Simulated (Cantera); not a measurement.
Charge: 1 mol Si2H6, 1.1 mol HCl, 27 mol H2, held at 1.00 Torr.

These are equilibrium values from Cantera (NASA tables, ideal gas, pure condensed phases), not measurements of a reactor. Candidate condensed phases: Si; 19 gas species. The feed counts by its element totals alone. Kinetics and transport are ignored.

Over these rows the condensed part is Si(s). Partial pressures as log10 of bar:

| T (K) | 1000/T (1/K) | log p SiCl4 | log p H2 | log p HCl |
|---|---|---|---|---|
| 1223 | 0.8177 | -7.79 | -2.89 | -4.39 |
| 1273 | 0.7855 | -8.27 | -2.89 | -4.39 |
| 1323 | 0.7559 | -8.71 | -2.89 | -4.40 |
| 1373 | 0.7283 | -9.12 | -2.89 | -4.40 |
| 1423 | 0.7027 | -9.50 | -2.89 | -4.40 |
| 1473 | 0.6789 | ? | -2.89 | -4.40 |

Question: Fit log p(SiCl4) = a + b·(1000/T) to the five rows, give the apparent enthalpy, and predict the row at 1473 K.

Answer: Means: 1000/T = 0.7580, log p = -8.678. Sxy = 0.122885, Sxx = 0.0082649, so b = 14.87 and a = -8.678 − (14.87)×0.7580 = -19.95.
Apparent enthalpy: −19.145 × (14.87) = -285 kJ/mol. With the condensed phases at unit activity, Si(s) + 4 HCl(g) = SiCl4(g) + 2 H2(g) links this pressure to the main gases: over the six rows their terms move log p by -0.04 in all, so the slope is close to that reaction's ΔH°. The five rows lie within 0.01 of the line.
Prediction at 1473 K: -19.95 + (14.87)×0.6789 = -9.85. The computed value is -9.86, 0.01 from the line.
